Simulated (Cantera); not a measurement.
An isothermal, constant-pressure homogeneous reactor starts with NO : N₂ = 1 : 2.4 (molar parts), at 1673 K and 383 Torr. Integrator tolerance rtol = 1e-08.

Detailed kinetics in Cantera: GRI-Mech 3.0 (53 species, 325 reactions).

Problem. What does this change do: pressure from 383 Torr to 48.8 Torr?

Solution. 
```json
[
 {"quantity": "x(NO) at 6.00 s", "before": "0.260 (gas-phase equilibrium 0.00227)", "after": "0.289 (gas-phase equilibrium 0.00227)"},
 {"quantity": "x(O) at 6.00 s", "before": "6.61e-6 (gas-phase equilibrium 1.80e-5)", "after": "1.03e-5 (gas-phase equilibrium 5.04e-5)"},
 {"quantity": "x(NO₂) at 6.00 s", "before": "0.000184 (gas-phase equilibrium 4.51e-6)", "after": "3.43e-5 (gas-phase equilibrium 1.61e-6)"},
 {"quantity": "x(N₂) at 6.00 s", "before": "0.723 (gas-phase equilibrium 0.852)", "after": "0.708 (gas-phase equilibrium 0.852)"},
 {"quantity": "x(N₂O) at 6.00 s", "before": "2.53e-5 (gas-phase equilibrium 9.92e-8)", "after": "3.02e-5 (gas-phase equilibrium 3.54e-8)"},
 {"quantity": "x(O₂) at 6.00 s", "before": "0.0167 (gas-phase equilibrium 0.146)", "after": "0.00243 (gas-phase equilibrium 0.146)"}
]
```

Problem. What does this change do: temperature 1673 to 1500 K?

Solution. 
```csv
quantity,before,after
x(NO) at 6.00 s,0.260 (gas-phase equilibrium 0.00227),0.289 (gas-phase equilibrium 0.00107)
x(O) at 6.00 s,6.61e-6 (gas-phase equilibrium 1.80e-5),3.71e-7 (gas-phase equilibrium 2.19e-6)
x(NO₂) at 6.00 s,0.000184 (gas-phase equilibrium 4.51e-6),0.000146 (gas-phase equilibrium 3.40e-6)
x(N₂) at 6.00 s,0.723 (gas-phase equilibrium 0.852),0.708 (gas-phase equilibrium 0.852)
x(N₂O) at 6.00 s,2.53e-5 (gas-phase equilibrium 9.92e-8),2.75e-5 (gas-phase equilibrium 4.87e-8)
x(O₂) at 6.00 s,0.0167 (gas-phase equilibrium 0.146),0.00232 (gas-phase equilibrium 0.147)
```
